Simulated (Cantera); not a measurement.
Feed: 1 mol PbO, 190 mol H₂, equilibrated at 1750 K and 3830 Torr.

Equilibrium computed with Cantera from the NASA thermochemical tables; the gas is ideal and each condensed phase is pure. Candidate condensed phases: H₂O, Pb, PbO, PbO₂, Pb₃O₄; 12 gas species. Kinetics and transport are ignored.

Base state: H₂ 0.989, H₂O 0.00524, Pb 0.00523, H 0.000102 (mole fractions); condensed: gas only.

Task: What changes in the equilibrium state with this change: pressure from 3830 Torr to 0.563 Torr?

Result: 
| species | before | after |
|---|---|---|
| H₂ | 0.989 | 0.981 |
| H | 0.000102 | 0.00841 |
| Pb | 0.00523 | 0.00521 |
| H₂O | 0.00524 | 0.00521 |
